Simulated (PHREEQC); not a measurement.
A column of 0.2 m (30 cells, dispersivity 0.016 m, 720 s a shift, diffusion coefficient 3e-10 m²/s) holds 0.055 eq of the database's cation exchanger X per kg of pore water, first in equilibrium with 3.5 mmol/kgw NaCl, 17 mmol/kgw KCl, 4.2 mmol/kgw CdCl2 and 0.01 mmol/kgw HCl. It is flushed with 47 mmol/kgw KBr and 0.01 mmol/kgw HCl, at 25 °C. Values are for the last cell. CO2 from the air is kept out. Nothing may precipitate in this run.

The series has 31 steps of pore volumes, from 0 to 5.017.

Computed with PHREEQC (ion-association model, phreeqc.dat).

Q: After how many pore volumes does Br at the outlet first reach half of its feed value?

A: By 1.0 pore volumes.
